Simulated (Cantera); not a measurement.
Ammonia decomposition in nitride growth gas

An isothermal, constant-pressure homogeneous reactor starts with 45.5 % NH₃, 54.5 % H₂, at 2348 K and 1700 Pa.

Computed with Cantera and the gas-phase N/H chemistry of the illustrative SiF4/NH3 mechanism in the Surface Chemkin manual (1991). Walls and surfaces, which speed up NH3 decomposition in real reactors, are not modelled.

```json
[
 {"t (s)": "0.000100", "x NH₃": "0.454", "x H₂": "0.545", "x N₂": "2.97e-8", "x N₂H₄": "6.31e-11", "x N": "6.52e-9"},
 {"t (s)": "0.000251", "x NH₃": "0.454", "x H₂": "0.545", "x N₂": "1.59e-6", "x N₂H₄": "3.95e-10", "x N": "1.28e-7"},
 {"t (s)": "0.000631", "x NH₃": "0.452", "x H₂": "0.546", "x N₂": "6.65e-5", "x N₂H₄": "2.24e-9", "x N": "1.74e-6"},
 {"t (s)": "0.00158", "x NH₃": "0.446", "x H₂": "0.548", "x N₂": "0.00133", "x N₂H₄": "6.82e-9", "x N": "8.72e-6"},
 {"t (s)": "0.00398", "x NH₃": "0.429", "x H₂": "0.559", "x N₂": "0.00721", "x N₂H₄": "7.44e-9", "x N": "1.07e-5"},
 {"t (s)": "0.0100", "x NH₃": "0.388", "x H₂": "0.586", "x N₂": "0.0212", "x N₂H₄": "6.47e-9", "x N": "1.10e-5"},
 {"t (s)": "0.0251", "x NH₃": "0.306", "x H₂": "0.640", "x N₂": "0.0497", "x N₂H₄": "4.63e-9", "x N": "1.13e-5"},
 {"t (s)": "0.0631", "x NH₃": "0.178", "x H₂": "0.724", "x N₂": "0.0942", "x N₂H₄": "2.17e-9", "x N": "1.18e-5"},
 {"t (s)": "0.158", "x NH₃": "0.0525", "x H₂": "0.805", "x N₂": "0.138", "x N₂H₄": "4.10e-10", "x N": "1.22e-5"},
 {"t (s)": "0.398", "x NH₃": "0.00143", "x H₂": "0.831", "x N₂": "0.155", "x N₂H₄": "3.50e-12", "x N": "1.37e-5"},
 {"t (s)": "1.00", "x NH₃": "1.83e-6", "x H₂": "0.794", "x N₂": "0.152", "x N₂H₄": "<1e-12", "x N": "1.60e-6"}
]
```
x: mole fraction; the columns are a selection and need not sum to one.

Equilibrium at this temperature and pressure: NH₃ 5.45e-8, H₂ 0.767, N₂ 0.150, N₂H₄ <1e-12, N 1.93e-7 (gas phase only).
